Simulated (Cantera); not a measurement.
An adiabatic, constant-volume homogeneous reactor starts with CH4 : CO : O2 : N2 : H2O = 1 : 0.15 : 1.09 : 4.11 : 0.16 (molar parts), at 1700 K and 0.600 bar.

Cantera simulation using GRI-Mech 3.0 (53 species, 325 reactions); the numbers are that mechanism's predictions, not measurements.

x: mole fraction; the columns are a selection and need not sum to one.

| t (s) | T (K) | P (bar) | x CH4 | x CO | x O2 | x HO2 | x N2O | x HCN | x CH3 |
|---|---|---|---|---|---|---|---|---|---|
| 1.00e-6 | 1700 | 0.600 | 0.154 | 0.0230 | 0.167 | 5.10e-7 | <1e-12 | <1e-12 | 2.78e-6 |
| 2.45e-6 | 1700 | 0.600 | 0.154 | 0.0230 | 0.167 | 1.22e-6 | 3.28e-12 | <1e-12 | 7.86e-6 |
| 6.02e-6 | 1700 | 0.600 | 0.154 | 0.0230 | 0.167 | 2.78e-6 | 1.41e-11 | <1e-12 | 2.10e-5 |
| 1.48e-5 | 1700 | 0.600 | 0.154 | 0.0230 | 0.167 | 5.72e-6 | 6.54e-11 | <1e-12 | 5.65e-5 |
| 3.62e-5 | 1699 | 0.600 | 0.153 | 0.0230 | 0.167 | 9.40e-6 | 2.83e-10 | <1e-12 | 0.000160 |
| 8.88e-5 | 1699 | 0.600 | 0.153 | 0.0230 | 0.167 | (withheld) | (withheld) | <1e-12 | (withheld) |
| 0.000218 | 1709 | 0.604 | 0.148 | 0.0235 | 0.165 | 4.57e-5 | 5.24e-9 | 1.62e-11 | 0.00171 |
| 0.000534 | 2852 | 1.17 | 3.12e-12 | 0.130 | 0.000614 | 4.86e-7 | 7.88e-8 | 3.97e-8 | 1.16e-11 |
| 0.00131 | 2827 | 1.16 | 2.28e-12 | 0.130 | 0.000666 | 5.01e-7 | 8.08e-8 | (withheld) | 8.97e-12 |
| 0.00321 | 2825 | 1.16 | 2.31e-12 | 0.130 | 0.000653 | 4.92e-7 | 8.80e-8 | 7.01e-8 | 9.04e-12 |
| 0.00788 | 2825 | 1.16 | 2.31e-12 | 0.130 | 0.000653 | 4.91e-7 | 8.84e-8 | 7.09e-8 | 9.04e-12 |
| 0.0193 | 2825 | 1.16 | 2.31e-12 | 0.130 | 0.000653 | 4.91e-7 | 8.84e-8 | 7.09e-8 | 9.04e-12 |
| 0.0474 | 2825 | 1.16 | 2.31e-12 | 0.130 | 0.000653 | 4.91e-7 | 8.84e-8 | 7.09e-8 | 9.04e-12 |
| 0.116 | 2825 | 1.16 | 2.31e-12 | 0.130 | 0.000653 | 4.91e-7 | 8.84e-8 | 7.09e-8 | 9.04e-12 |
| 0.285 | 2825 | 1.16 | 2.31e-12 | 0.130 | 0.000653 | 4.91e-7 | 8.84e-8 | 7.09e-8 | 9.04e-12 |
| 0.700 | 2825 | 1.16 | 2.31e-12 | 0.130 | 0.000653 | 4.91e-7 | 8.84e-8 | 7.09e-8 | 9.04e-12 |

Q: What belongs in the gaps?

A: 
- 8.88e-5, x HO2: 1.32e-5
- 8.88e-5, x N2O: 1.03e-9
- 8.88e-5, x CH3: 0.000487
- 0.00131, x HCN: 5.63e-8
